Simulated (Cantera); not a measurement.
# Diamond growth

A diamond (100) surface in a fixed gas of H2 with x(CH4) = 0.0026, x(CH3) = 2.4e-05, at 975 K, 25.5 Torr; coverages are run to steady state.

Cantera simulation using the Harris–Goodwin 1993 mechanism for the reconstructed diamond (100) surface; the numbers are that mechanism's predictions, not measurements.

| x(H) | growth (µm/h) | θ c6HH | θ c6H* | θ c6*H | θ c6** | θ c6HM |
|---|---|---|---|---|---|---|
| 0.0001 | 0.120 | 0.608 | 0.0142 | 0.314 | 0.00427 | 0.0449 |
| 0.00024 | 0.207 | 0.604 | 0.0151 | 0.331 | 0.00592 | 0.0325 |
| 0.00059 | 0.288 | 0.609 | 0.0156 | 0.343 | 0.00708 | 0.0184 |
| 0.0014 | 0.339 | 0.614 | 0.0159 | 0.350 | 0.00768 | 0.00913 |
| 0.0035 | 0.366 | 0.617 | 0.0161 | 0.353 | 0.00798 | 0.00395 |
| 0.0085 | 0.378 | 0.619 | 0.0162 | 0.355 | 0.00811 | 0.00168 |
| 0.021 | 0.383 | 0.619 | 0.0163 | 0.355 | 0.00818 | 0.000690 |
| 0.05 | 0.386 | 0.619 | 0.0165 | 0.355 | 0.00823 | 0.000291 |
| 0.12 | 0.388 | 0.619 | 0.0170 | 0.355 | 0.00830 | 0.000122 |
θ: site fractions in the mechanism's names (c6HH fully hydrogenated, c6H* and c6*H radical sites, c6** diradical, c6HM methylated).
